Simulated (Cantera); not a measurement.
Silicon oxide and oxynitride deposition: Si2H6 + H2O + N2

A closed system holds: 1 mol Si2H6, 2.3 mol H2O, 1 mol N2, at 13.3 mbar.

Equilibrium computed with Cantera from the NASA thermochemical tables; the gas is ideal and each condensed phase is pure. Candidate condensed phases: H2O, Si, SiO2, Si2N2O, Si3N4; 35 gas species. The feed counts by its element totals alone. N2 is the only nitrogen source here; it is nearly inert below about 1500 K, so the nitride shown seldom forms there in practice. Mutual solubility and eutectic melting of coexisting phases are not modelled. The tables hold silica as quartz up to 1696 K and as liquid above; real silica turns to tridymite and cristobalite and melts near 1996 K. Kinetics and transport are ignored.

```csv
T (K),x H2,x N2,x SiO,x H,x H2O,x NH3,x Si,x SiH2,n SiO2(α-quartz),n Si2N2O(s),n SiO2(β-quartz)
773,0.924,0.0756,<1e-12,7.56e-12,3.02e-6,1.29e-5,<1e-12,<1e-12,0.867,0.567,0
873,0.924,0.0756,<1e-12,3.90e-10,6.60e-6,4.94e-6,<1e-12,<1e-12,0,0.567,0.867
973,0.924,0.0756,<1e-12,9.00e-9,1.21e-5,2.28e-6,<1e-12,<1e-12,0,0.567,0.867
1073,0.924,0.0756,1.64e-10,1.17e-7,1.95e-5,1.21e-6,<1e-12,<1e-12,0,0.567,0.867
1173,0.924,0.0756,2.10e-8,9.82e-7,2.90e-5,7.08e-7,<1e-12,<1e-12,0,0.567,0.867
1273,0.924,0.0756,1.24e-6,5.94e-6,4.02e-5,4.51e-7,<1e-12,<1e-12,0,0.567,0.867
1373,0.924,0.0756,4.00e-5,2.77e-5,5.31e-5,3.06e-7,4.90e-12,3.90e-11,0,0.567,0.866
1473,0.923,0.0757,0.000796,0.000105,6.73e-5,2.19e-7,4.69e-10,1.11e-9,0,0.565,0.865
1573,0.911,0.0780,0.0106,0.000336,8.24e-5,1.63e-7,2.45e-8,1.98e-8,0,0.546,0.846
1673,0.805,0.0979,0.0963,0.000885,9.39e-5,1.17e-7,6.91e-7,1.96e-7,0,0.356,0.655
```
x: gas mole fraction; n: condensed amount in mol.

At 773 K the condensed part is SiO2(α-quartz) + Si2N2O(s). From 873 K to 1673 K the condensed part is SiO2(β-quartz) + Si2N2O(s).
